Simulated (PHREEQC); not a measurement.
1 kg of water holding 0.031 mol/kgw MgBr2, 0.48 mol/kgw NaBr, 0.57 mol/kgw KCl and 0.16 mol/kgw NaCl is evaporated at 25 °C; the solids stay in contact with the brine. The system is closed to CO2. The run lets Bischofite, Brucite, Carnallite, Halite, Sylvite, MgCl2_4H2O precipitate or redissolve, and no other solid.

The series has 11 steps of water left (kg), from 1 to 0.1407.

The numbers come from PHREEQC with the Pitzer model, pitzer.dat.

Q: Which solids form, in which order, and at which step of the series does each first stand?

A: Sylvite from water left = 0.1407 kg.

Species that the database lacks are ignored.
